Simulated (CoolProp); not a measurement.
Values from CoolProp's reference Helmholtz-energy equation of state, Thol 2018.

Q: For hydrogen chloride, give the phase and the Joule-Thomson coefficient (K/MPa) at 255.7 K and 0.139 MPa; 598.3 K and 0.0856 MPa.

A: 
- 255.7 K and 0.139 MPa: gas; Joule-Thomson coefficient 23.4
- 598.3 K and 0.0856 MPa: gas; Joule-Thomson coefficient 4.11
